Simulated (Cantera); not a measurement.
What does this Cantera script print?

```python
import numpy as np
import cantera as ct

gas = ct.Solution("h2o2.yaml")
gas.TPX = 475, 380000, {'H2': 1, 'O2': 0.725, 'N2': 2.72, 'H2O': 0.37}
inlet = ct.Reservoir(gas, clone=True)
gas.equilibrate("HP")  # start burning
reactor = ct.IdealGasConstPressureReactor(gas, energy="on", clone=False)
exhaust = ct.Reservoir(gas, clone=True)
tau = [0.12, 0.044, 0.016, 0.006, 0.0022, 0.00083, 0.00031, 0.00011, 4.3e-05, 1.6e-05][0]
for a, b in ((inlet, reactor), (reactor, exhaust)):
    ct.MassFlowController(a, b, mdot=lambda t: reactor.mass / tau)
net = ct.ReactorNet([reactor])
show = ['H2', 'O2', 'H2O', 'OH', 'H2O2']

rows = []
print(f"{'tau/s':>10s}{'T/K':>9s}" + "".join(f"{s:>11s}" for s in show))
for tau in [0.12, 0.044, 0.016, 0.006, 0.0022, 0.00083, 0.00031, 0.00011, 4.3e-05, 1.6e-05]:
    net.initial_time = 0.0
    net.advance(30 * tau)
    before = gas.X
    net.advance(40 * tau)
    drift = np.max(np.abs(gas.X - before) / (gas.X + 1e-9))
    rows.append([gas.T, *gas[show].X, drift])
    print(f"{tau:10.3e}{gas.T:9.1f}" + "".join(f"{x:11.3e}" for x in gas[show].X))
```

It prints:

```
     tau/s      T/K         H2         O2        H2O         OH       H2O2
 1.200e-01   1996.6  2.358e-04  5.171e-02  3.161e-01  1.897e-03  2.699e-07
 4.400e-02   1995.7  2.885e-04  5.170e-02  3.160e-01  2.022e-03  2.892e-07
 1.600e-02   1993.5  4.157e-04  5.167e-02  3.156e-01  2.303e-03  3.354e-07
 6.000e-03   1989.2  6.823e-04  5.163e-02  3.150e-01  2.812e-03  4.278e-07
 2.200e-03   1981.1  1.228e-03  5.162e-02  3.138e-01  3.633e-03  5.941e-07
 8.300e-04   1967.1  2.236e-03  5.170e-02  3.118e-01  4.745e-03  8.449e-07
 3.100e-04   1942.8  4.082e-03  5.204e-02  3.084e-01  6.156e-03  1.211e-06
 1.100e-04   1898.7  7.494e-03  5.299e-02  3.025e-01  7.787e-03  1.770e-06
 4.300e-05   1833.0  1.255e-02  5.487e-02  2.940e-01  9.014e-03  2.577e-06
 1.600e-05   1725.5  2.124e-02  5.896e-02  2.803e-01  9.319e-03  4.283e-06
```

Computed with Cantera and the H2/O2 subset of GRI-Mech 3.0, which has no nitrogen chemistry. The hydrogen kinetics of GRI-Mech 3.0 are dated; newer H2 mechanisms differ, most at raised pressure.
